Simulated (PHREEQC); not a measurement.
Solution (64 °C): 0.0022 mol KOH and 0.0033 mol K3PO4 per kg of water. Closed to the air; pH follows from the charge balance.

Model: ion-association model, wateq4f.dat, run in PHREEQC.

This is a speciation only: nothing precipitates in the calculation.

**Question.** Order these P species by the share of P that they hold, largest first: PO4-3, HPO4-2, KHPO4-.

**Answer.** HPO4-2 (92 %), PO4-3 (6.4 %), KHPO4- (1.3 %)

The pH is 10.61 and the ionic strength 0.0157 mol/kgw. H3PO4, which wateq4f.dat lacks, is added to it with the constant of phreeqc.dat. Away from 25 °C the constants follow the database's enthalpies or fits; those with neither stay at their 25 °C values.
